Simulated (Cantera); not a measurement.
A closed system holds: 1 mol Ti, 9.9 mol CO₂, 200 mol H₂, held at 1748 K and 101000 Pa.

Method: chemical equilibrium by Gibbs-energy minimisation in Cantera with the NASA 1993 tables (ideal gas, pure condensed phases). Candidate condensed phases: C, C₆H₆, C₇H₈, C₈H₁₈, H₂O, Ti, TiC, TiO, TiO₂, Ti₂O₃, Ti₃O₅, Ti₄O₇; 113 gas species. Condensed phases not in the tables: Magnéli phases beyond Ti₄O₇. Rates play no part.

Base state: H₂ 0.914, CO 0.0466, H₂O 0.0383, CO₂ 0.000540, H 0.000217 (mole fractions); condensed: Ti₄O₇(s).

Task: What changes in the equilibrium state with this change: temperature from 1748 K to 1973.15 K?

Result: 
```json
[
 {"species": "H₂", "before": "0.914", "after": "0.913"},
 {"species": "CO", "before": "0.0466", "after": "0.0467"},
 {"species": "H₂O", "before": "0.0383", "after": "0.0388"},
 {"species": "H", "before": "0.000217", "after": "0.00128"},
 {"species": "CO₂", "before": "0.000540", "after": "0.000442"},
 {"species": "Ti₄O₇(s), mol", "before": "0.250", "after": "0"},
 {"species": "Ti₃O₅(s), mol", "before": "0", "after": "0.333"}
]
```

Task: What changes in the equilibrium state with this change: CO₂ from 9.9 to 0.53 mol?

Result: 
```csv
species,before,after
H₂,0.914,0.999
CO,0.0466,0.00109
H,0.000217,0.000227
H₂O,0.0383,6.21e-5
CO₂,0.000540,1.87e-8
"Ti₄O₇(s), mol",0.250,0
"TiC(s), mol",0,0.311
"TiO(s), mol",0,0.408
"Ti₂O₃(s), mol",0,0.140
```
Mutual solubility and eutectic melting of coexisting phases are not modelled. TiC, TiO: taken at fixed stoichiometry. Condensed phases not in the tables: solid solutions among these carbides, nitrides and lower oxides.
